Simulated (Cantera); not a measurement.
A closed system holds: 1 mol Si, 0.64 mol Cl2, 0.39 mol N2, 3.3 mol HCl, at 927 °C and 0.100 bar.

Cantera equilibrium calculation (NASA polynomials, part measured and part estimated; ideal gas, pure solids and liquids). Candidate condensed phases: NH4Cl, Si, Si3N4; 28 gas species. N2 is the only nitrogen source here; it is nearly inert below about 1500 K, so the nitride shown seldom forms there in practice. The tables' values for SiCl3 are old estimates; treat these amounts as uncertain. Kinetics and transport are ignored.

Base state: HCl 0.437, H2 0.264, SiCl4 0.221, N2 0.0712, SiHCl3 0.00363, SiCl3 0.00329, SiCl2 0.000430 (mole fractions); condensed: Si3N4(s).

Q: What changes in the equilibrium state with this change: temperature from 927 °C to 852 °C?

A: 
```csv
species,before,after
HCl,0.437,0.425
H2,0.264,0.271
SiCl4,0.221,0.228
N2,0.0712,0.0729
SiCl2,0.000430,6.67e-5
SiCl3,0.00329,0.00111
SiHCl3,0.00363,0.00253
"Si3N4(s), mol",0.0736,0.0710
```
